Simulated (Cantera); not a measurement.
Input: 1 mol Si, 3.3 mol NF3, 0.26 mol H2, 0.74 mol Cl2, held at 823.15 K and 0.0218 Torr.

These are equilibrium values from Cantera (NASA tables, ideal gas, pure condensed phases), not measurements of a reactor. Candidate condensed phases: NH4Cl, Si, Si3N4; 49 gas species. Equilibrium is a limit: real reactors are often held back by kinetics, nucleation or transport.

Base state: F 0.403, N2 0.200, ClF 0.179, SiF4 0.121, HF 0.0629, F2 0.0342 (mole fractions); condensed: gas only.

**Question.** What changes in the equilibrium state with this change: Cl2 from 0.74 to 10 mol?

**Answer.** 
```json
[
 {"species": "Cl2", "before": "1.21e-7", "after": "0.460"},
 {"species": "ClF", "before": "0.179", "after": "0.338"},
 {"species": "N2", "before": "0.200", "after": "0.104"},
 {"species": "F", "before": "0.403", "after": "0.000391"},
 {"species": "F2", "before": "0.0342", "after": "3.20e-8"},
 {"species": "HF", "before": "0.0629", "after": "0.0327"},
 {"species": "SiF4", "before": "0.121", "after": "0.0630"},
 {"species": "Cl", "before": "1.02e-6", "after": "0.00199"}
]
```
